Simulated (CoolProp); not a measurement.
The numbers come from the reference Helmholtz-energy equation of state, Platzer 1990 in CoolProp. This equation is an older, rougher fit.

**Question.** For CF4 (R14), give the phase and the cv (kJ/(kg K)), Joule-Thomson coefficient (K/MPa), viscosity (µPa s) at -30.75 °C and 0.101 MPa.

**Answer.** 
- -30.75 °C and 0.101 MPa: gas; cv 0.512, Joule-Thomson coefficient 8.88, viscosity 14.3

Viscosity comes from a separate model (Huber 2003), an estimate that may be off by 10 % or more.
